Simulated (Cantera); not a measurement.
A Cantera script and what it prints.

```python
import numpy as np
import cantera as ct

gas_names = """
    Ca CaF CaF2 Ca2 F F2 H HF H2 H2F2 H3F3 H4F4 H5F5 H6F6 H7F7 N NF NF2 NF3 NH NH2 NH3 N2 N2H2 N2H4
""".split()
cond_names = """
    Ca(a) Ca(b) Ca(L) CaF2(a) CaF2(b) CaF2(L)
""".split()


# ... load() reads the species with a 1 bar reference pressure and builds the phases ...
atoms = {
    'CaF2': {'Ca': 1, 'F': 2},
    'HF': {'H': 1, 'F': 1},
    'N2': {'N': 2},
}
top_T = {}  # K; cautious upper limits of use, not melting points


# ... equilibrate(T, P, feed) seeds the gas with the atoms and calls Mixture.equilibrate('TP', solver="vcs", rtol=1e-11, max_steps=5000) ...
results = []
feed = {'CaF2': 1, 'HF': 0.034, 'N2': 57}  # mol
P = 77  # Pa
for T in [923, 1023, 1123, 1223, 1323, 1423, 1523, 1623, 1723, 1823, 1923, 2023]:
    mix = equilibrate(T, P, feed)
    results.append((T, P, feed, dict(zip(mix.species_names, mix.species_moles))))
    x = sorted(zip(gas.X, gas.species_names), reverse=True)
    print(f"T = {T:g} K  P = {P:g} Pa  gas = {mix.phase_moles(0):.4g} mol")
    print("   x: " + "  ".join(f"{s} {v:.3e}" for v, s in x if v > 0.001))
    print("   condensed (mol): " + ("  ".join(f"{mix.phase(i).name} {mix.phase_moles(i):.4g}"
          for i in range(1, mix.n_phases) if mix.phase_moles(i) > 1e-12) or "none"))
```

It prints:

```
T = 923 K  P = 77 Pa  gas = 57.03 mol
   x: N2 9.994e-01
   condensed (mol): CaF2(a) 1
T = 1023 K  P = 77 Pa  gas = 57.03 mol
   x: N2 9.994e-01
   condensed (mol): CaF2(a) 1
T = 1123 K  P = 77 Pa  gas = 57.03 mol
   x: N2 9.994e-01
   condensed (mol): CaF2(a) 1
T = 1223 K  P = 77 Pa  gas = 57.03 mol
   x: N2 9.994e-01
   condensed (mol): CaF2(a) 0.9999
T = 1323 K  P = 77 Pa  gas = 57.04 mol
   x: N2 9.994e-01
   condensed (mol): CaF2(a) 0.9979
T = 1423 K  P = 77 Pa  gas = 57.06 mol
   x: N2 9.989e-01
   condensed (mol): CaF2(a) 0.9715
T = 1523 K  P = 77 Pa  gas = 57.3 mol
   x: N2 9.948e-01  CaF2 4.584e-03
   condensed (mol): CaF2(b) 0.7374
T = 1623 K  P = 77 Pa  gas = 58.03 mol
   x: N2 9.822e-01  CaF2 1.723e-02
   condensed (mol): none
T = 1723 K  P = 77 Pa  gas = 58.03 mol
   x: N2 9.822e-01  CaF2 1.723e-02
   condensed (mol): none
T = 1823 K  P = 77 Pa  gas = 58.04 mol
   x: N2 9.822e-01  CaF2 1.721e-02
   condensed (mol): none
T = 1923 K  P = 77 Pa  gas = 58.04 mol
   x: N2 9.821e-01  CaF2 1.718e-02
   condensed (mol): none
T = 2023 K  P = 77 Pa  gas = 58.04 mol
   x: N2 9.821e-01  CaF2 1.711e-02
   condensed (mol): none
```

Method: chemical equilibrium by Gibbs-energy minimisation in Cantera with the NASA 1993 tables (ideal gas, pure condensed phases).
